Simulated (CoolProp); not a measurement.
n-perfluorohexane at several states: density (kg/m³) from the reference equation and from simpler models built on Tc = 448.0 K, pc = 17.42 bar, ω = 0.497; each cubic takes its own stable root.

The numbers come from the reference Helmholtz-energy equation of state, Gao 2022 in CoolProp.

| T (K) | p (bar) | phase | reference | Redlich-Kwong | Soave-Redlich-Kwong |
|---|---|---|---|---|---|
| 366.9 | 1.52 | gas | 18.02 | 17.81 | 17.98 |
| 449.5 | 0.907 | gas | 8.356 | 8.352 | 8.352 |
| 373.2 | 0.557 | gas | 6.202 | 6.183 | 6.199 |
| 419.2 | 50.4 | liquid | 1312 | 1091 | 1125 |
| 292.6 | 17.6 | liquid | 1699 | 1392 | 1481 |
| 327.4 | 0.306 | gas | 3.872 | 3.856 | 3.868 |
